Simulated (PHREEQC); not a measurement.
Alkaline etch or developer: speciation

A solution holds 0.03 mol NaOH, 0.0067 mol Na2SiO3 and 0.0047 mol K3PO4 per kg of water, at 20 °C. Closed to the air; pH follows from the charge balance.

All values are PHREEQC results (ion-association model, phreeqc.dat), not measurements.

Each row changes one thing in this solution. Precipitation was switched off in this run.

| case | pH | ionic strength (mol/kgw) | PO4-3 (mol/kgw) | HPO4-2 (mol/kgw) | NaHPO4- (mol/kgw) | KHPO4- (mol/kgw) |
|---|---|---|---|---|---|---|
| as made | 12.61 | 0.0719 | 0.00396 | 0.000705 | 2.49e-5 | 7.94e-6 |
| Na2SiO3 replaced by Na2SO4 at the same molality | 12.55 | 0.0751 | … | 0.000785 | 2.71e-5 | 8.58e-6 |
| diluted 100-fold with water | 10.78 | 0.000625 | 1.28e-6 | 4.57e-5 | 3.45e-8 | 1.12e-8 |
| temperature from 20 to 45 °C | … | … | 0.00287 | 0.00175 | 6.02e-5 | 1.92e-5 |
| diluted 5-fold with water | 12.01 | 0.0133 | 0.000400 | 0.000533 | 5.72e-6 | 1.85e-6 |
| 0.0012 mol/kgw KBr added | 12.61 | 0.0731 | 0.00396 | 0.000701 | 2.47e-5 | 8.53e-6 |
| Na2SiO3 left out | 12.56 | 0.0564 | 0.00381 | 0.000856 | 2.25e-5 | 1.04e-5 |
| 0.029 mol/kgw HBr added | 12.03 | 0.0680 | 0.00270 | 0.00191 | 6.86e-5 | … |
| 0.051 mol/kgw KCl added | 12.59 | 0.123 | 0.00407 | 0.000585 | 1.75e-5 | 2.54e-5 |

Complete the blanks.


- Na2SiO3 replaced by Na2SO4 at the same molality, PO4-3 (mol/kgw): 0.00388
- temperature from 20 to 45 °C, pH: 11.86
- temperature from 20 to 45 °C, ionic strength (mol/kgw): 0.0693
- 0.029 mol/kgw HBr added, KHPO4- (mol/kgw): 2.18e-5

At this temperature some constants are extrapolated from 25 °C, and those without enthalpy data are left unchanged.
